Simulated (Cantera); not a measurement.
**Aluminium nitride and oxide growth: AlCl3 + N2O + N2**

A closed system holds: 1 mol AlCl3, 2.1 mol N2O, 11 mol N2, held at 100000 Pa.

Cantera equilibrium calculation (NASA polynomials, part measured and part estimated; ideal gas, pure solids and liquids). Candidate condensed phases: Al, AlCl3, AlN, Al2O3; 24 gas species. The tables' values for AlCl2 are old estimates; treat these amounts as uncertain. Equilibrium is a limit: real reactors are often held back by kinetics, nucleation or transport.

| T (K) | log p N2 | log p Cl | log p Cl2 | log p O2 | log p AlCl3 | log p NO | log p ClO | n Al2O3(s) |
|---|---|---|---|---|---|---|---|---|
| 1023 | -0.06 | -3.76 | -1.00 | -1.70 | -7.61 | -4.88 | -5.84 | 0.500 |
| 1123 | -0.06 | -3.20 | -1.00 | -1.70 | -6.48 | -4.47 | -5.38 | 0.500 |
| 1223 | -0.06 | -2.72 | -1.00 | -1.70 | -5.55 | -4.12 | -5.00 | 0.500 |
| 1323 | -0.06 | -2.32 | -1.01 | -1.70 | -4.76 | -3.83 | -4.67 | 0.500 |
| 1423 | -0.06 | -1.98 | -1.02 | -1.70 | -4.11 | -3.57 | -4.40 | 0.499 |
| 1523 | -0.06 | -1.69 | -1.05 | -1.70 | -3.56 | -3.35 | -4.17 | 0.498 |
| 1623 | -0.06 | -1.45 | -1.10 | -1.70 | -3.12 | -3.16 | -3.97 | 0.494 |
| 1723 | -0.07 | -1.25 | -1.17 | -1.69 | -2.79 | -2.99 | -3.82 | 0.488 |
| 1823 | -0.07 | -1.10 | -1.28 | -1.69 | -2.56 | -2.84 | -3.70 | 0.479 |
| 1923 | -0.08 | -0.98 | -1.43 | -1.68 | -2.43 | -2.70 | -3.62 | 0.471 |
| 2023 | -0.09 | -0.90 | -1.61 | -1.69 | -2.38 | -2.58 | -3.57 | 0.467 |
| 2123 | -0.09 | -0.84 | -1.81 | -1.70 | -2.39 | -2.48 | -3.55 | 0.466 |
log p: log10 of the partial pressure in bar; n: condensed amount in mol.

From 1023 K to 2123 K the condensed part is Al2O3(s). The main Al-bearing gas is AlCl3 throughout.
